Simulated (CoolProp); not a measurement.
R407C at several states: density (kg/m³) from the reference equation and from simpler models built on Tc = 359.3 K, pc = 4632 kPa, ω = 0.363; each cubic takes its own stable root.

The numbers come from the reference Helmholtz-energy equation of state, Lemmon 2003 in CoolProp. It is a pseudo-pure fit of the blend.

| T (K) | p (kPa) | phase | reference |
|---|---|---|---|
| 403 | 12400 | supercritical | 706.5 |
| 408.3 | 27200 | supercritical | 933.3 |
| 452.2 | 176 | gas | 4.059 |

How far does each simpler model (Redlich-Kwong, Soave-Redlich-Kwong, Peng-Robinson) lie from the reference over these 3 states: mean and median of the absolute difference, and the worst?


- Redlich-Kwong: mean 5.5 %, median 7.8 %, worst -8.6 % at 403 K and 12400 kPa
- Soave-Redlich-Kwong: mean 9.5 %, median 11.5 %, worst -17.0 % at 403 K and 12400 kPa
- Peng-Robinson: mean 4.3 %, median 2.7 %, worst -10.1 % at 403 K and 12400 kPa
